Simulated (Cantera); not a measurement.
A perfectly stirred reactor is fed with 5.65 % CH4, 19.8 % O2, 74.5 % N2, at 7500 Torr; it is adiabatic with a 673 K inlet, and is followed from long to short residence time, starting on the burning branch (τ in s: 0.094, 0.034, 0.012, 0.0044, 0.0016, 0.00057, 0.0002, 7.3e-05, 2.6e-05, 9.5e-06).

Model: GRI-Mech 3.0 (53 species, 325 reactions), integrated in Cantera.

Question: Predict: blow-out, bracketed by the residence times tried; x(CH4) at τ = 94.0 ms; x(O2) at τ = 94.0 ms; x(CH2) at τ = 94.0 ms; x(H2O2) at τ = 94.0 ms; x(CH4) at τ = 0.570 ms; x(O2) at τ = 0.570 ms; x(CH2) at τ = 0.570 ms; x(C2H4) at τ = 0.570 ms; x(H2O2) at τ = 0.570 ms.

Answer: 
```
Quantity                                                                      Result
------------------------------------------------  ----------------------------------
blow-out, bracketed by the residence times tried  burning at 73.0 µs, out at 26.0 µs
x(CH4) at τ = 94.0 ms                                                        2.18e-6
x(O2) at τ = 94.0 ms                                                          0.0851
x(CH2) at τ = 94.0 ms                                                        4.47e-9
x(H2O2) at τ = 94.0 ms                                                       1.49e-7
x(CH4) at τ = 0.570 ms                                                      0.000131
x(O2) at τ = 0.570 ms                                                         0.0863
x(CH2) at τ = 0.570 ms                                                       5.58e-7
x(C2H4) at τ = 0.570 ms                                                      2.42e-7
x(H2O2) at τ = 0.570 ms                                                      5.79e-7
```
